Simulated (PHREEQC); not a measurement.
Dissolve 37 mmol/kgw HCl, 0.99 mmol/kgw CuSO4 and 9.2 mmol/kgw KCl at 25 °C. Closed to the air; pH follows from the charge balance.

Equilibrium calculation in PHREEQC: ion-association model, wateq4f.dat.

Task: The ionic strength comes out as 0.0488 mol/kgw. What activity coefficients do H+, CuCl+, Cu+2, SO4-2, KSO4- get?

Result: H+ 0.86, CuCl+ 0.82, Cu+2 0.49, SO4-2 0.46, KSO4- 0.83.

No solid was allowed to form.
